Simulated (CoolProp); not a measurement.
Model: reference Helmholtz-energy equation of state, Zhou 2014, in CoolProp.

Problem. For cyclohexane, give the phase and the density (kg/m³), Joule-Thomson coefficient (K/MPa), isothermal compressibility (1/MPa), viscosity (µPa s) at 260.25 °C and 17.6 MPa; 294.85 °C and 17.6 MPa; 329.55 °C and 17.6 MPa.

Solution. 
- 260.25 °C and 17.6 MPa: liquid; density 569, Joule-Thomson coefficient 0.00964, isothermal compressibility 0.00647, viscosity 128
- 294.85 °C and 17.6 MPa: supercritical; density 530, Joule-Thomson coefficient 0.144, isothermal compressibility 0.00929, viscosity 104
- 329.55 °C and 17.6 MPa: supercritical; density 489, Joule-Thomson coefficient 0.318, isothermal compressibility 0.0135, viscosity 84.9

Viscosity comes from a separate model (Tariq 2014).
